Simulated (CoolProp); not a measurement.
A Linde-Hampson liquefier for oxygen: isothermal reversible compression at 200 K from 1 atm to 15 MPa, throttling to 1 atm, return gas leaving the recuperator 10 K below the feed. Each further row changes one setting.

Values from CoolProp's reference Helmholtz-energy equation of state, Schmidt 1985.

| case | liquid yield per pass | compression work (kJ/kg of gas) |
|---|---|---|
| as stated | 0.267 | 236 |
| high pressure 30 MPa | 0.352 | 261 |
| warm-end temperature 230 K | 0.159 | 283 |
| warm-end gap 15 K | 0.256 | 236 |
